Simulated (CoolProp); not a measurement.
A single-stage vapour-compression cycle with nitrous oxide: evaporating at 221.15 K (dew point), condensing at 273.15 K (bubble point), superheat 0 K, subcooling 5 K, compressor efficiency 0.8, no pressure losses. Each further row changes one setting.

The numbers come from the reference Helmholtz-energy equation of state, Lemmon 2006 in CoolProp. It is a short technical equation, of lower accuracy than the large ones.

```csv
case,cooling COP,pressure ratio,discharge temperature (K),refrigerating effect (kJ/kg),volumetric capacity (kJ/m³)
as stated,___,5.22,344.3,238,3760
evaporating temperature 226.15 K,2.95,___,334.7,240,4560
condensing temperature 268.15 K,2.92,___,333.2,249,3920
subcooling 10 K,2.65,5.22,344.3,249,3920
superheat 10 K,___,5.22,358.6,248,3680
compressor efficiency 0.7,___,5.22,___,238,3760
```

Complete the blanks.


- as stated, cooling COP: 2.54
- evaporating temperature 226.15 K, pressure ratio: 4.30
- condensing temperature 268.15 K, pressure ratio: 4.58
- superheat 10 K, cooling COP: 2.49
- compressor efficiency 0.7, cooling COP: 2.22
- compressor efficiency 0.7, discharge temperature (K): 356.7
